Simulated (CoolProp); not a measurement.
Vapour-liquid equilibrium of n-octane (1) + n-dodecane (2) at 0.282 kPa; x and y are mole fractions of (1).

Computed with CoolProp (multi-fluid Helmholtz-energy mixture model, Beckmüller 2019 and Lemmon 2004; pair parameters Bell 2016).

Problem. Give the bubble temperature and the first vapour's composition at x = 0.05, 0.2, 0.5. Is there an azeotrope?

Solution. x = 0.05: 42.5 °C, y = 0.765; x = 0.2: 20.5 °C, y = 0.966; x = 0.5: 5.6 °C, y = 0.995. No azeotrope shows between x = 0.05 and 0.95.

The pair parameters rest on a limited set of measurements; away from them the model extrapolates.
